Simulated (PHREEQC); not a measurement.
Dissolve 0.018 mol Na2CO3 per kg of water at 20 °C and 500 atm. Closed to the air; pH follows from the charge balance.

Model: Pitzer model, pitzer.dat, run in PHREEQC.

Question: The ionic strength comes out as 0.0528 mol/kgw. What activity coefficients do CO3-2, Na+, OH-, HCO3- get?

Answer: CO3-2 0.46, Na+ 0.81, OH- 0.82, HCO3- 0.90. Single-ion values are on the MacInnes scale.

Precipitation was switched off in this run. Species that the database lacks are ignored. Under pressure, the constants of complexes without a molar volume in the database are unreliable.
